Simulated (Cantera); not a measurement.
Feed: 1 mol Si, 2.1 mol NF3, 18 mol H2, at 1402 °C and 0.0100 bar.

Cantera equilibrium calculation (NASA polynomials, part measured and part estimated; ideal gas, pure solids and liquids). Candidate condensed phases: Si, Si3N4; 37 gas species. The tables' values for SiF3, SiF2 are old estimates; treat these amounts as uncertain. The numbers say what is thermodynamically allowed, not how fast it happens.

Base state: H2 0.786, HF 0.117, N2 0.0493, SiF4 0.0384, SiF3 0.00754, H 0.00103, SiF2 0.000640, SiHF3 0.000388 (mole fractions); condensed: gas only.

**Question.** What changes in the equilibrium state with this change: H2 from 18 to 0.44 mol?

**Answer.** 
```tsv
species	before	after
F	1.31e-8	0.326
N2	0.0493	0.241
SiF4	0.0384	0.230
H2	0.786	<1e-9
HF	0.117	0.202
SiF3	0.00754	1.81e-9
H	0.00103	<1e-9
SiF2	0.000640	<1e-9
```

**Question.** What changes in the equilibrium state with this change: H2 from 18 to 0.15 mol?

**Answer.** 
```
species    before    after
-------  --------  -------
F         1.31e-8    0.460
N2         0.0493    0.241
SiF4       0.0384    0.230
H2          0.786    <1e-9
HF          0.117   0.0690
SiF3      0.00754  1.28e-9
H         0.00103    <1e-9
SiF2     0.000640    <1e-9
```
